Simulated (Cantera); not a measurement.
A perfectly stirred reactor is fed with CH4 : O2 : N2 = 1 : 1.82 : 6 (molar parts), equivalence ratio 1.1, at 1.01 bar; it is adiabatic with a 750 K inlet, and is followed from long to short residence time, starting on the burning branch (τ in s: 0.2, 0.087, 0.038, 0.016, 0.0071, 0.0031, 0.0013, 0.00057, 0.00025, 0.00011, 4.6e-05, 2e-05).

Model: GRI-Mech 3.0 (53 species, 325 reactions), integrated in Cantera.

x: mole fraction; the columns are a selection and need not sum to one.

```json
[
 {"τ (s)": "0.20", "T (K)": "2519", "x CH4": "5.58e-7", "x O2": "0.00541", "x H2O": "0.195", "x HCO": "?", "x CH3": "4.42e-7", "x C2H4": "3.59e-12"},
 {"τ (s)": "0.087", "T (K)": "2518", "x CH4": "1.26e-6", "x O2": "0.00554", "x H2O": "0.195", "x HCO": "?", "x CH3": "9.96e-7", "x C2H4": "1.82e-11"},
 {"τ (s)": "0.038", "T (K)": "2514", "x CH4": "2.79e-6", "x O2": "0.00582", "x H2O": "0.195", "x HCO": "?", "x CH3": "2.19e-6", "x C2H4": "8.68e-11"},
 {"τ (s)": "0.016", "T (K)": "2505", "x CH4": "6.20e-6", "x O2": "0.00639", "x H2O": "0.194", "x HCO": "?", "x CH3": "4.81e-6", "x C2H4": "4.06e-10"},
 {"τ (s)": "0.0071", "T (K)": "2487", "x CH4": "1.26e-5", "x O2": "0.00734", "x H2O": "0.192", "x HCO": "?", "x CH3": "9.56e-6", "x C2H4": "1.53e-9"},
 {"τ (s)": "0.0031", "T (K)": "2454", "x CH4": "2.49e-5", "x O2": "0.00884", "x H2O": "0.189", "x HCO": "?", "x CH3": "1.82e-5", "x C2H4": "5.13e-9"},
 {"τ (s)": "0.0013", "T (K)": "2403", "x CH4": "4.96e-5", "x O2": "0.0110", "x H2O": "0.185", "x HCO": "?", "x CH3": "3.42e-5", "x C2H4": "1.62e-8"},
 {"τ (s)": "0.00057", "T (K)": "2341", "x CH4": "9.68e-5", "x O2": "0.0135", "x H2O": "0.181", "x HCO": "?", "x CH3": "6.21e-5", "x C2H4": "4.79e-8"},
 {"τ (s)": "0.00025", "T (K)": "2274", "x CH4": "0.000198", "x O2": "0.0164", "x H2O": "0.176", "x HCO": "?", "x CH3": "0.000118", "x C2H4": "1.56e-7"},
 {"τ (s)": "0.00011", "T (K)": "2208", "x CH4": "0.000438", "x O2": "0.0201", "x H2O": "0.171", "x HCO": "?", "x CH3": "0.000240", "x C2H4": "6.24e-7"},
 {"τ (s)": "4.6e-5", "T (K)": "2133", "x CH4": "0.00119", "x O2": "0.0272", "x H2O": "0.167", "x HCO": "?", "x CH3": "0.000597", "x C2H4": "4.12e-6"},
 {"τ (s)": "2.0e-5", "T (K)": "750", "x CH4": "0.113", "x O2": "0.206", "x H2O": "<1e-12", "x HCO": "<1e-12", "x CH3": "<1e-12", "x C2H4": "<1e-12"}
]
```

Q: Complete the blanks.

A: 
- 0.20, x HCO: 3.23e-8
- 0.087, x HCO: 4.80e-8
- 0.038, x HCO: 8.37e-8
- 0.016, x HCO: 1.70e-7
- 0.0071, x HCO: 3.52e-7
- 0.0031, x HCO: 7.60e-7
- 0.0013, x HCO: 1.71e-6
- 0.00057, x HCO: 3.67e-6
- 0.00025, x HCO: 7.94e-6
- 0.00011, x HCO: 1.74e-5
- 4.6e-5, x HCO: 4.18e-5
